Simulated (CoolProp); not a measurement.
A simple Rankine cycle with isobutane: condensing at 332.15 K, boiler at 3.16 MPa, turbine inlet 404.5 K, turbine efficiency 0.75, pump efficiency 0.7, no recuperator. Each further row changes one setting.

Computed with CoolProp (reference Helmholtz-energy equation of state, Bücker 2006).

```json
[
 {"case": "as stated", "thermal efficiency (%)": "[?]", "net work (kJ/kg)": "31.0", "heat in (kJ/kg)": "357", "turbine exit temperature (K)": "[?]", "volume ratio over the turbine": "5.06"},
 {"case": "turbine inlet 424.5 K", "thermal efficiency (%)": "8.9", "net work (kJ/kg)": "37.8", "heat in (kJ/kg)": "425", "turbine exit temperature (K)": "379.7", "volume ratio over the turbine": "4.43"},
 {"case": "condensing temperature 324.15 K", "thermal efficiency (%)": "9.7", "net work (kJ/kg)": "36.7", "heat in (kJ/kg)": "[?]", "turbine exit temperature (K)": "345.9", "volume ratio over the turbine": "6.19"},
 {"case": "boiler pressure 2.21 MPa", "thermal efficiency (%)": "[?]", "net work (kJ/kg)": "28.5", "heat in (kJ/kg)": "404", "turbine exit temperature (K)": "374.0", "volume ratio over the turbine": "2.88"},
 {"case": "turbine efficiency 0.65", "thermal efficiency (%)": "7.3", "net work (kJ/kg)": "26.0", "heat in (kJ/kg)": "357", "turbine exit temperature (K)": "353.5", "volume ratio over the turbine": "5.12"}
]
```

**Question.** What belongs in the gaps?

**Answer.** 
- as stated, thermal efficiency (%): 8.7
- as stated, turbine exit temperature (K): 351.1
- condensing temperature 324.15 K, heat in (kJ/kg): 378
- boiler pressure 2.21 MPa, thermal efficiency (%): 7.1
